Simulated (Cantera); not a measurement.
# Al + O2 + N2 (aluminium nitride and oxide growth)

Charge: 1 mol Al, 1.4 mol O2, 990 mol N2, at 0.0825 Torr.

Cantera equilibrium calculation (NASA polynomials, part measured and part estimated; ideal gas, pure solids and liquids). Candidate condensed phases: Al, AlN, Al2O3; 16 gas species. Equilibrium is a limit: real reactors are often held back by kinetics, nucleation or transport.

```tsv
T (K)	x N2	x O	x Al	x O2	n Al2O3(s)
623	0.999	<1e-12	<1e-12	0.000656	0.500
823	0.999	<1e-12	<1e-12	0.000656	0.500
1023	0.999	7.60e-10	<1e-12	0.000655	0.500
1223	0.999	9.81e-8	<1e-12	0.000649	0.500
1423	0.999	3.22e-6	<1e-12	0.000629	0.500
1623	0.999	4.34e-5	<1e-12	0.000572	0.500
1823	0.999	0.000288	7.20e-10	0.000401	0.500
2023	0.999	0.000847	3.02e-6	0.000124	0.496
2223	0.996	0.00224	0.000774	5.67e-5	0
```
x: gas mole fraction; n: condensed amount in mol.

From 623 K to 2023 K the condensed part is Al2O3(s). At 2223 K nothing is condensed.
